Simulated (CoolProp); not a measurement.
Vapour-liquid equilibrium of isobutane (1) + isobutene (2) at 272.2 K; x and y are mole fractions of (1).

Values from CoolProp's multi-fluid Helmholtz-energy mixture model, Bücker 2006 and Lemmon 2005; pair parameters Bell 2016.

| x | bubble pressure (MPa) | y at the bubble point | dew pressure at overall composition x (MPa) | liquid density (mol/L) |
|---|---|---|---|---|
| 0.05 | 0.1294 | 0.062 | ___ | 10.98 |
| 0.125 | 0.1318 | 0.150 | 0.1311 | 10.90 |
| 0.2 | 0.1341 | 0.234 | 0.1332 | 10.82 |
| 0.275 | 0.1363 | 0.315 | 0.1352 | 10.73 |
| 0.35 | 0.1383 | 0.392 | 0.1372 | 10.65 |
| 0.425 | 0.1402 | ___ | 0.1392 | 10.57 |
| 0.5 | 0.1421 | ___ | 0.1411 | 10.50 |
| 0.575 | 0.1438 | 0.611 | 0.1429 | 10.42 |
| 0.65 | 0.1454 | 0.682 | 0.1447 | 10.34 |
| 0.725 | 0.1469 | 0.751 | 0.1463 | 10.27 |
| 0.8 | ___ | 0.819 | 0.1479 | 10.20 |
| 0.875 | 0.1497 | 0.887 | 0.1494 | 10.12 |
| 0.95 | 0.1509 | 0.955 | 0.1508 | 10.05 |

Task: What belongs in the gaps?

Result: 
- 0.05, dew pressure at overall composition x (MPa): 0.1290
- 0.425, y at the bubble point: 0.467
- 0.5, y at the bubble point: 0.540
- 0.8, bubble pressure (MPa): 0.1483

No azeotrope shows between x = 0.05 and 0.95.

Pair parameters are fitted to limited data, so mixtures are less certain than the pure fluids.
